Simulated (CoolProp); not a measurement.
20 sccm (0 °C, 1 atm) of nitrogen bubbles through liquid ethylbenzene at 293.1 K and leaves saturated at a total pressure of 0.0109 MPa (ideal gas phase). Each further row changes one setting.

Values from CoolProp's reference Helmholtz-energy equation of state, Zhou 2012.

```
case                       vapour pressure (kPa)  mole fraction of vapour  delivery (mg/min)  delivery (sccm)  change of delivery for a bath 1 K warmer (%)
-------------------------  ---------------------  -----------------------  -----------------  ---------------  --------------------------------------------
as stated                                  0.952                        ?                  ?                ?                                           6.7
bath temperature 298.1 K                    1.28                        ?                  ?             2.65                                           6.7
total pressure 0.0218 MPa                  0.952                   0.0437               4.33                ?                                           6.4
```

What belongs in the gaps?


- as stated, mole fraction of vapour: 0.0873
- as stated, delivery (mg/min): 9.07
- as stated, delivery (sccm): 1.91
- bath temperature 298.1 K, mole fraction of vapour: 0.117
- bath temperature 298.1 K, delivery (mg/min): 12.6
- total pressure 0.0218 MPa, delivery (sccm): 0.913
